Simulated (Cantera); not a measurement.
A closed system holds: 1 mol Si3N4, 1 mol CO2, 52 mol H2, 0.033 mol N2O, held at 4.80 bar.

Cantera equilibrium calculation (NASA polynomials, part measured and part estimated; ideal gas, pure solids and liquids). Candidate condensed phases: C, C6H6, C7H8, C8H18, H2O, Si, SiC, SiO2, Si2N2O, Si3N4; 151 gas species. Mutual solubility and eutectic melting of coexisting phases are not modelled. The tables hold silica as quartz up to 1696 K and as liquid above; real silica turns to tridymite and cristobalite and melts near 1996 K. Equilibrium is a limit: real reactors are often held back by kinetics, nucleation or transport.

### Question
Which condensed phases are stable at each of these points (T (°C)): 900, 975, 1050, 1125, 1200, 1275, 1350, 1425, 1500?

### Answer
| T (°C) | condensed phases | Si condensed (%) |
|---|---|---|
| 900 | SiO2(β-quartz) + Si2N2O(s) | 100.0 |
| 975 | SiO2(β-quartz) + Si2N2O(s) | 100.0 |
| 1050 | SiO2(β-quartz) + Si2N2O(s) | 100.0 |
| 1125 | SiO2(β-quartz) + Si2N2O(s) | 100.0 |
| 1200 | Si2N2O(s) | 100.0 |
| 1275 | Si2N2O(s) | 100.0 |
| 1350 | C(graphite) + Si2N2O(s) | 100.0 |
| 1425 | C(graphite) + Si2N2O(s) | 99.9 |
| 1500 | SiC(s) + Si2N2O(s) | 99.8 |

From 900 °C to 1125 °C the condensed part is SiO2(β-quartz) + Si2N2O(s). From 1200 °C to 1275 °C the condensed part is Si2N2O(s). From 1350 °C to 1425 °C the condensed part is C(graphite) + Si2N2O(s). At 1500 °C the condensed part is SiC(s) + Si2N2O(s).
